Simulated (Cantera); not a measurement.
Feed: 1 mol CaCO3, 0.75 mol O2, 0.073 mol H2O, equilibrated at 100000 Pa.

These are equilibrium values from Cantera (NASA tables, ideal gas, pure condensed phases), not measurements of a reactor. Candidate condensed phases: C, C6H6, C7H8, C8H18, Ca, CaCO3, CaO, Ca(OH)2, H2O; 115 gas species. Equilibrium is a limit: real reactors are often held back by kinetics, nucleation or transport.

### Question
At 927 °C, list the 3 most abundant gas species with their mole fractions, and the condensed phases.

### Answer
CO2 0.549, O2 0.411, H2O 0.0400. Condensed: CaO(s).
